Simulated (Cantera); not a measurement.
An adiabatic, constant-volume homogeneous reactor starts with CH4 : O2 : N2 = 1 : 3.23 : 14.2 (molar parts), equivalence ratio 0.62, at 1375 K and 5.00 bar. Integrator tolerance rtol = 1e-08.

Cantera simulation using GRI-Mech 3.0 (53 species, 325 reactions); the numbers are that mechanism's predictions, not measurements.

```json
[
 {"quantity": "time of steepest temperature rise", "before": "1.09 ms", "after": "28.2 µs"},
 {"quantity": "temperature at 0.400 s", "before": "2632 K", "after": "2858 K"},
 {"quantity": "equilibrium temperature", "before": "2632 K", "after": "2858 K"},
 {"quantity": "x(CH4) at 0.400 s", "before": "<1e-12 (gas-phase equilibrium <1e-12)", "after": "<1e-12 (gas-phase equilibrium <1e-12)"},
 {"quantity": "x(O2) at 0.400 s", "before": "0.0587 (gas-phase equilibrium 0.0587)", "after": "0.0570 (gas-phase equilibrium 0.0570)"},
 {"quantity": "x(H2) at 0.400 s", "before": "0.00148 (gas-phase equilibrium 0.00148)", "after": "0.00377 (gas-phase equilibrium 0.00377)"},
 {"quantity": "x(NO2) at 0.400 s", "before": "1.91e-5 (gas-phase equilibrium 1.91e-5)", "after": "1.92e-5 (gas-phase equilibrium 1.92e-5)"},
 {"quantity": "x(O) at 0.400 s", "before": "0.00211 (gas-phase equilibrium 0.00211)", "after": "0.00573 (gas-phase equilibrium 0.00573)"},
 {"quantity": "x(NO) at 0.400 s", "before": "0.0149 (gas-phase equilibrium 0.0149)", "after": "0.0203 (gas-phase equilibrium 0.0203)"}
]
```

**Question.** Which change was made?
(A) initial temperature 1375 to 1800 K
(B) O2 3.23 to 2.5 parts
(C) pressure from 5.00 bar to 9.60 bar
(D) O2 3.23 to 1.6 parts

**Answer.** A, initial temperature 1375 to 1800 K
